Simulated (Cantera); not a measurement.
Charge: 1 mol HI, 0.15 mol H2, at 1.90e7 Pa.

These are equilibrium values from Cantera (NASA tables, ideal gas, pure condensed phases), not measurements of a reactor. Candidate condensed phases: I2; 5 gas species. The ideal-gas law is rough above about 30 bar. The numbers say what is thermodynamically allowed, not how fast it happens. All values below are at 723 K.

Base state: HI 0.755, H2 0.188, I2 0.0573, I 2.82e-5 (mole fractions); condensed: gas only.

Q: What changes in the equilibrium state with this change: H2 from 0.15 to 5.1 mol?

A: 
```json
[
 {"species": "H2", "before": "0.188", "after": "0.837"},
 {"species": "HI", "before": "0.755", "after": "0.163"},
 {"species": "I2", "before": "0.0573", "after": "0.000598"},
 {"species": "I", "before": "2.82e-5", "after": "2.88e-6"}
]
```
